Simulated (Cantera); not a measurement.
# Catalytic combustion on Pt

An isothermal plug-flow reactor at 800 K and 180000 Pa (inlet), inlet velocity 2.2 m/s, active area per volume 1900 1/m; feed 1.02 % CO, 1.48 % O2, 97.5 % N2, equivalence ratio 0.35.

Detailed kinetics in Cantera: Deutschmann's 1995 Pt surface mechanism with GRI-Mech 3.0 gas chemistry. Catalytic surfaces can have several steady states; this one follows from the mechanism file's or the stated starting coverage. Mass transfer to the wall is taken as infinitely fast.

```csv
z (m),x CO,x O2,x H2O,x CO2,θ free Pt,θ O*,θ CO*
0.00035,0.00880,0.0141,<1e-12,0.00145,0.142,0.00423,0.854
0.00076,0.00687,0.0131,<1e-12,0.00339,0.160,0.00514,0.834
0.0016,0.000342,0.00991,<1e-12,0.00995,0.0994,0.900,0.000857
0.0035,1.44e-5,0.00974,<1e-12,0.0103,0.0727,0.927,1.88e-5
0.0076,3.85e-8,0.00974,<1e-12,0.0103,0.0721,0.928,4.94e-8
0.016,<1e-12,0.00974,<1e-12,0.0103,0.0721,0.928,<1e-12
0.035,<1e-12,0.00974,<1e-12,0.0103,0.0721,0.928,<1e-12
```
x: gas mole fraction; θ: surface coverage.
